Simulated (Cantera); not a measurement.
Cantera run, input and output.

```python
import numpy as np
import cantera as ct

gas = ct.Solution("gri30.yaml")
gas.TPX = 1798, 190000, {'CH4': 1, 'O2': 3.7, 'N2': 44.4}
reactor = ct.IdealGasReactor(gas, energy="on", clone=False)
net = ct.ReactorNet([reactor])
net.rtol, net.atol = 1e-08, 1e-16
show = ['CH4', 'O2', 'OH', 'NO2', 'H2', 'NO', 'HO2']
times = np.geomspace(3e-06, 1, 16)

steps = ct.SolutionArray(gas, extra=["t"])
rows = []
print(f"{'t/s':>10s}{'T/K':>9s}{'P/Pa':>11s}" + "".join(f"{s:>11s}" for s in show))
for t in times:
    while net.time < t:
        t_next = net.step()
        steps.append(gas.state, t=t_next)
    rows.append([np.interp(t, steps.t, y) for y in (steps.T, steps.P, *steps(*show).X.T)])
    print(f"{t:10.3e}{rows[-1][0]:9.1f}{rows[-1][1]:11.4g}" + "".join(f"{x:11.3e}" for x in rows[-1][2:]))
rate = np.gradient(steps.T, steps.t)
print("integrator steps:", len(steps.t))
if steps.T.max() > steps.T[0] + 200:
    print(f"time of steepest temperature rise: {steps.t[rate.argmax()]:.4e} s")
gas.TPX = 1798, 190000, {'CH4': 1, 'O2': 3.7, 'N2': 44.4}
gas.equilibrate("UV")
print(f"equilibrium (UV): T = {gas.T:.1f} K  " + "  ".join(f"{s} {gas[s].X[0]:.3e}" for s in show))
```

It prints:

```
       t/s      T/K       P/Pa        CH4         O2         OH        NO2         H2         NO        HO2
 3.000e-06   1797.9    1.9e+05  2.036e-02  7.535e-02  8.087e-07  2.433e-17  1.933e-06  1.255e-12  6.687e-07
 7.003e-06   1797.9    1.9e+05  2.034e-02  7.535e-02  1.077e-06  4.416e-16  5.100e-06  4.365e-12  1.478e-06
 1.635e-05   1797.7    1.9e+05  2.028e-02  7.533e-02  1.798e-06  7.003e-15  1.423e-05  1.499e-11  3.027e-06
 3.817e-05   1797.6    1.9e+05  2.004e-02  7.523e-02  4.695e-06  1.203e-13  5.449e-05  6.641e-11  5.915e-06
 8.910e-05   1806.8  1.911e+05  1.745e-02  7.362e-02  4.969e-05  8.483e-12  8.761e-04  1.297e-09  3.322e-05
 2.080e-04   2208.5  2.355e+05  2.431e-18  3.464e-02  5.624e-03  2.964e-08  1.923e-03  5.546e-05  3.891e-06
 4.856e-04   2308.9  2.447e+05  1.022e-19  3.422e-02  3.504e-03  1.180e-07  6.334e-04  1.639e-04  1.986e-06
 1.134e-03   2331.1  2.468e+05 -3.563e-20  3.409e-02  2.662e-03  1.991e-07  3.503e-04  2.912e-04  1.796e-06
 2.646e-03   2331.6  2.468e+05  2.866e-20  3.397e-02  2.605e-03  3.591e-07  3.360e-04  5.300e-04  1.785e-06
 6.178e-03   2330.2  2.467e+05  2.835e-20  3.371e-02  2.587e-03  7.115e-07  3.348e-04  1.052e-03  1.767e-06
 1.442e-02   2327.3  2.464e+05  2.772e-20  3.320e-02  2.552e-03  1.419e-06  3.324e-04  2.109e-03  1.732e-06
 3.367e-02   2322.6  2.458e+05  2.669e-20  3.234e-02  2.495e-03  2.578e-06  3.286e-04  3.864e-03  1.674e-06
 7.860e-02   2317.5  2.453e+05  2.560e-20  3.141e-02  2.434e-03  3.801e-06  3.246e-04  5.750e-03  1.613e-06
 1.835e-01   2315.2  2.451e+05  2.512e-20  3.100e-02  2.407e-03  4.341e-06  3.228e-04  6.595e-03  1.586e-06
 4.284e-01   2315.0   2.45e+05  2.509e-20  3.097e-02  2.404e-03  4.385e-06  3.227e-04  6.664e-03  1.584e-06
 1.000e+00   2315.0   2.45e+05  2.509e-20  3.097e-02  2.404e-03  4.385e-06  3.227e-04  6.664e-03  1.584e-06
integrator steps: 1671
time of steepest temperature rise: 1.2143e-04 s
equilibrium (UV): T = 2315.0 K  CH4 3.829e-20  O2 3.097e-02  OH 2.404e-03  NO2 4.385e-06  H2 3.227e-04  NO 6.664e-03  HO2 1.584e-06
```

Model: GRI-Mech 3.0 (53 species, 325 reactions), integrated in Cantera.
